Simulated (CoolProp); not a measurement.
Computed with CoolProp (reference Helmholtz-energy equation of state, Lemmon 2016).

Task: For R115, give the phase and the cp (kJ/(kg K)), cv (kJ/(kg K)) at 500 K and 14400 kPa; 500 K and 16800 kPa; 500 K and 24100 kPa.

Result: 
- 500 K and 14400 kPa: supercritical; cp 1.14, cv 0.895
- 500 K and 16800 kPa: supercritical; cp 1.14, cv 0.895
- 500 K and 24100 kPa: supercritical; cp 1.12, cv 0.895
